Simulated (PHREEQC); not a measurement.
Dissolve 4.6 mmol/kgw KOH, 0.0014 mmol/kgw H4SiO4, 0.58 mmol/kgw (CH3)4NCl and 1.5 mmol/kgw HBr at 20 °C. Closed to the air; pH follows from the charge balance.

Equilibrium calculation in PHREEQC: ion-association model, wateq4f.dat.

Precipitation was switched off in this run.

Problem. What pH does the model give?

Solution. pH 11.63.

Problem. In which forms is Si present?

Solution. H3SiO4- 96 %, H2SiO4-2 2.5 %, H4SiO4 1.7 % of the Si.

Complexes and solids missing from the database can't appear. (CH3)4N+ isn't in the database: it is added as a free cation with an ion size of 4 Å.
